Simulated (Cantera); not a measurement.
Mixture: H₂ : O₂ : N₂ = 1 : 0.455 : 3.14 (molar parts), equivalence ratio 1.1, at 1.00 bar, adiabatic and at constant volume. Ignition delay is the time to a rise of 400 K.

Computed with Cantera and GRI-Mech 3.0 (53 species, 325 reactions). Where the delays flatten at high temperature, the 400 K rule measures the pace of heat release, not the induction time.

Question: What does this change do: pressure from 1.00 bar to 1.50 bar?

Answer: 
| quantity | before | after |
|---|---|---|
| delay at 1075 K | 0.160 ms | 0.129 ms |
| delay at 1175 K | 78.4 µs | 54.4 µs |
| delay at 1275 K | 48.6 µs | 31.9 µs |
| delay at 1375 K | 34.8 µs | 21.9 µs |
| delay at 1475 K | 28.1 µs | 16.9 µs |

Question: What does this change do: N2 3.14 to 1.7 parts?

Answer: 
```json
[
 {"quantity": "delay at 1075 K", "before": "0.160 ms", "after": "0.108 ms"},
 {"quantity": "delay at 1175 K", "before": "78.4 µs", "after": "51.7 µs"},
 {"quantity": "delay at 1275 K", "before": "48.6 µs", "after": "31.1 µs"},
 {"quantity": "delay at 1375 K", "before": "34.8 µs", "after": "21.3 µs"},
 {"quantity": "delay at 1475 K", "before": "28.1 µs", "after": "16.1 µs"}
]
```
